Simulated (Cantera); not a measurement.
Input: 1 mol Si3N4, 16 mol O2, held at 16.0 mbar.

These are equilibrium values from Cantera (NASA tables, ideal gas, pure condensed phases), not measurements of a reactor. Candidate condensed phases: Si, SiO2, Si2N2O, Si3N4; 16 gas species. The tables hold silica as quartz up to 1696 K and as liquid above; real silica turns to tridymite and cristobalite and melts near 1996 K. Rates play no part.

Question: Which condensed phases are stable at each of these points (T (°C)): 702, 777, 852, 927, 1002, 1077, 1152, 1227, 1302, 1377, 1452, 1527, 1602?

Answer: 
| T (°C) | condensed phases | Si condensed (%) |
|---|---|---|
| 702 | SiO2(β-quartz) | 100.0 |
| 777 | SiO2(β-quartz) | 100.0 |
| 852 | SiO2(β-quartz) | 100.0 |
| 927 | SiO2(β-quartz) | 100.0 |
| 1002 | SiO2(β-quartz) | 100.0 |
| 1077 | SiO2(β-quartz) | 100.0 |
| 1152 | SiO2(β-quartz) | 100.0 |
| 1227 | SiO2(β-quartz) | 100.0 |
| 1302 | SiO2(β-quartz) | 100.0 |
| 1377 | SiO2(β-quartz) | 100.0 |
| 1452 | SiO2(condensed) | 100.0 |
| 1527 | SiO2(condensed) | 100.0 |
| 1602 | SiO2(condensed) | 100.0 |

From 702 °C to 1377 °C the condensed part is SiO2(β-quartz). From 1452 °C to 1602 °C the condensed part is SiO2(condensed).
